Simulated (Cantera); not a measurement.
A Cantera script and what it prints.

```python
import numpy as np
import cantera as ct

gas_names = """
    C2H5OH C2H2,acetylene C2H4
""".split()
cond_names = """
    Ta(cr) Ta(L) Ta2O5(s) Ta2O5(L)
""".split()


# ... load() reads the species with a 1 bar reference pressure and builds the phases ...
species = {s.name: s for s in load("nasa_gas.yaml", gas_names) + load("nasa_condensed.yaml", cond_names)}
# Each term lists the table entries of one substance; the one whose range holds T is used.
reactions = {
    '5 C2H5OH(g) + 5 C2H2(g) + 2 Ta = 10 C2H4(g) + Ta2O5':
        [(-5, ['C2H5OH']), (-5, ['C2H2,acetylene']), (-2, ['Ta(cr)', 'Ta(L)']), (10, ['C2H4']), (1, ['Ta2O5(s)', 'Ta2O5(L)'])],
}


def pick(names, T):
    return next(species[n] for n in names if species[n].thermo.min_temp <= T <= species[n].thermo.max_temp)


results = []
for label, terms in reactions.items():
    print(label)
    print("     T/K   dH/kJ  dS/(J/K)   dG/kJ   log10 K")
    for T in [300, 1625, 1675, 1725, 1775, 1825]:
        used = [(nu, pick(names, T)) for nu, names in terms]
        dH = sum(nu * s.thermo.h(T) for nu, s in used) / 1e6
        dS = sum(nu * s.thermo.s(T) for nu, s in used) / 1e3
        dG = dH - T * dS / 1e3
        logK = -dG * 1e6 / (ct.gas_constant * T * np.log(10))
        results.append((label, T, dH, dS, dG, logK, [s.name for _, s in used]))
        print(f"{T:8g} {dH:8.1f} {dS:8.1f} {dG:8.1f} {logK:8.2f}")
```

Output:

```
5 C2H5OH(g) + 5 C2H2(g) + 2 Ta = 10 C2H4(g) + Ta2O5
     T/K   dH/kJ  dS/(J/K)   dG/kJ   log10 K
     300  -1487.3   -154.3  -1441.0   250.90
    1625  -1482.6   -164.6  -1215.0    39.06
    1675  -1481.4   -163.9  -1206.8    37.63
    1725  -1480.2   -163.2  -1198.6    36.30
    1775  -1478.9   -162.5  -1190.5    35.03
    1825  -1477.7   -161.8  -1182.4    33.84
```

Cantera with NASA thermochemical tables; ideal gases at 1 bar, condensed phases pure. Condensed species are held in their standard states even where they would react or evaporate.
